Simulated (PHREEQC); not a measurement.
Dissolve 0.0035 mol NH4F and 5.6e-06 mol Na2SiF6 per kg of water at 92 °C. Closed to the air; pH follows from the charge balance.

All values are PHREEQC results (ion-association model, phreeqc.dat), not measurements.

```
quantity              before    after
-------------------  -------  -------
pH                      5.57     5.58
NH3 (mol/kgw)        3.12e-5  1.64e-5
HF2- (mol/kgw)       7.16e-7  1.77e-7
SI of Quartz (SiO2)    -2.08    -2.38
```

Question: Which change was made?
A) diluted 100-fold with water
B) Na2SiF6 from 5.6e-06 to 5.6e-07 mol/kgw
C) NH4F from 0.0035 to 0.035 mol/kgw
D) NH4F from 0.0035 to 0.00525 mol/kgw
E) diluted 2-fold with water

Answer: E, diluted 2-fold with water

No solid was allowed to form. Away from 25 °C the constants follow the database's enthalpies or fits; those with neither stay at their 25 °C values. SiF6-2 is the database's only silicon fluoride.
